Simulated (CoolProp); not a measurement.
Carbonyl sulfide at several states: fugacity coefficient from the reference equation and from simpler models built on Tc = 378.8 K, pc = 6369 kPa, ω = 0.098; each cubic takes its own stable root.

The numbers come from the reference Helmholtz-energy equation of state, Lemmon 2006 in CoolProp. It is a short technical equation, of lower accuracy than the large ones.

```tsv
T (K)	p (kPa)	phase	reference	van der Waals	Soave-Redlich-Kwong
190.9	122	liquid	0.1404	0.9729	0.1378
550.6	3250	gas	0.9511	0.9430	0.9540
215.4	148	liquid	0.4658	0.9748	0.4607
221.9	2050	liquid	0.04827	0.2319	0.04797
614.5	7840	supercritical	0.9261	0.9026	0.9359
199.5	184	liquid	0.1591	0.9629	0.1566
```

At some of these states van der Waals gives the other phase, because its saturation line lies elsewhere.
